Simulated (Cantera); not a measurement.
**Low-pressure radical oxidation in H2/O2**

An isothermal, constant-pressure homogeneous reactor starts with 1.38 % H₂, 98.6 % O₂, equivalence ratio 0.0070, at 1025 K and 0.0263 atm.

Computed with Cantera and the H2/O2 subset of GRI-Mech 3.0, which has no nitrogen chemistry. Radical loss at walls, strong at low pressure, is not modelled.

| t (s) | x H₂ | x O₂ | x OH | x H₂O₂ | x H₂O | x O |
|---|---|---|---|---|---|---|
| 0.000100 | 0.0138 | 0.986 | 2.52e-11 | <1e-12 | 5.87e-12 | 2.88e-11 |
| 0.000410 | 0.0138 | 0.986 | 2.04e-10 | <1e-12 | 2.02e-10 | 3.10e-10 |
| 0.00168 | 0.0138 | 0.986 | 8.90e-9 | <1e-12 | 1.93e-8 | 1.63e-8 |
| 0.00690 | 0.00682 | 0.981 | 0.00132 | 3.56e-7 | 0.00569 | 0.00379 |
| 0.0283 | 3.64e-5 | 0.983 | 0.000286 | 5.33e-8 | 0.0136 | 0.00250 |
| 0.116 | 3.81e-6 | 0.986 | 9.40e-5 | 3.97e-8 | 0.0138 | 0.000291 |
| 0.476 | 2.67e-7 | 0.986 | 2.68e-5 | 1.82e-8 | 0.0139 | 2.32e-5 |
| 1.95 | 2.16e-8 | 0.986 | 8.36e-6 | 4.64e-9 | 0.0139 | 2.20e-6 |
| 8.00 | 2.62e-9 | 0.986 | 3.11e-6 | 9.60e-10 | 0.0139 | 3.04e-7 |
x: mole fraction; the columns are a selection and need not sum to one.

Equilibrium at this temperature and pressure: H₂ 1.56e-11, O₂ 0.986, OH 2.52e-7, H₂O₂ 8.68e-12, H₂O 0.0139, O 2.02e-9 (gas phase only).
